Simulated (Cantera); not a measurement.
What does this Cantera script print?

```python
import numpy as np
import cantera as ct

gas_names = [...]  # 136 gases of nasa_gas.yaml made of C, H, N, O
cond_names = """
    C(gr) C6H6(L) C7H8(L) C8H18(L),n-octa H2O(s) H2O(L)
""".split()


# ... load() reads the species with a 1 bar reference pressure and builds the phases ...
atoms = {
    'C': {'C': 1},
    'O2': {'O': 2},
    'N2': {'N': 2},
    'H2O': {'H': 2, 'O': 1},
}
top_T = {'C(gr)': 4500}  # K; cautious upper limits of use, not melting points


# ... equilibrate(T, P, feed) seeds the gas with the atoms and calls Mixture.equilibrate('TP', solver="vcs", rtol=1e-11, max_steps=5000) ...
results = []
feed = {'C': 1, 'O2': 0.055, 'N2': 0.97, 'H2O': 0.38}  # mol
P = 101325  # Pa
for T in [1775, 1825, 1875, 1925, 1975, 2025, 2075, 2125, 2175, 2225]:
    mix = equilibrate(T, P, feed)
    results.append((T, P, feed, dict(zip(mix.species_names, mix.species_moles))))

top = {s: max(r[3][s] / sum(r[3][g] for g in gas_names) for r in results) for s in gas_names}
cols = sorted((s for s in top if top[s] > 1e-05), key=lambda s: -top[s])[:5]
seen = [c for c in cond_names if any(r[3].get(c, 0) > 1e-12 for r in results)]
print("log10 of partial pressures in bar; condensed amounts in mol")
print(f"{'T/K':>10s}" + "".join(f"{s[:9]:>10s}" for s in cols + seen))
for T, P, feed, n in results:
    ng = sum(n[g] for g in gas_names)
    print(f"{T:10.4g}" + "".join(f"{np.log10(max(n[s] / ng * P / 1e5, 1e-99)):10.3f}" for s in cols)
          + "".join(f"{n.get(c, 0):10.4g}" for c in seen))
```

Result:

```
log10 of partial pressures in bar; condensed amounts in mol
       T/K        N2        CO        H2       HCN         H     C(gr)
      1775    -0.273    -0.569    -0.682    -2.743    -3.879    0.5065
      1825    -0.273    -0.569    -0.682    -2.637    -3.697    0.5055
      1875    -0.274    -0.569    -0.683    -2.538    -3.525    0.5042
      1925    -0.274    -0.569    -0.684    -2.444    -3.362    0.5028
      1975    -0.274    -0.569    -0.685    -2.354    -3.206     0.501
      2025    -0.275    -0.569    -0.687    -2.270    -3.059     0.499
      2075    -0.275    -0.569    -0.689    -2.190    -2.919    0.4966
      2125    -0.276    -0.569    -0.691    -2.114    -2.785    0.4938
      2175    -0.277    -0.569    -0.693    -2.042    -2.658    0.4905
      2225    -0.278    -0.570    -0.697    -1.973    -2.537    0.4869
```

Cantera equilibrium calculation (NASA polynomials, part measured and part estimated; ideal gas, pure solids and liquids).
